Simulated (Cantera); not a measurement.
An adiabatic, constant-pressure homogeneous reactor starts with 42.9 % H2, 11.9 % O2, 44.6 % N2, 0.515 % CO2, equivalence ratio 1.8, at 1050 K and 5.70 bar.

Model: GRI-Mech 3.0 (53 species, 325 reactions), integrated in Cantera. The hydrogen kinetics of GRI-Mech 3.0 are dated; newer H2 mechanisms differ, most at raised pressure.

Question: Predict: time of steepest temperature rise; temperature at 0.400 s; equilibrium temperature; x(H2) at 0.400 s; x(O2) at 0.400 s; x(OH) at 0.400 s; x(H2O2) at 0.400 s; x(NO2) at 0.400 s; x(H2O) at 0.400 s.

Answer: 
- time of steepest temperature rise: 2.33 ms
- temperature at 0.400 s: 2676 K
- equilibrium temperature: 2676 K
- x(H2) at 0.400 s: 0.207 (gas-phase equilibrium 0.207)
- x(O2) at 0.400 s: 5.28e-5 (gas-phase equilibrium 5.28e-5)
- x(OH) at 0.400 s: 0.00325 (gas-phase equilibrium 0.00325)
- x(H2O2) at 0.400 s: 4.71e-8 (gas-phase equilibrium 4.71e-8)
- x(NO2) at 0.400 s: 1.10e-8 (gas-phase equilibrium 1.10e-8)
- x(H2O) at 0.400 s: 0.270 (gas-phase equilibrium 0.270)
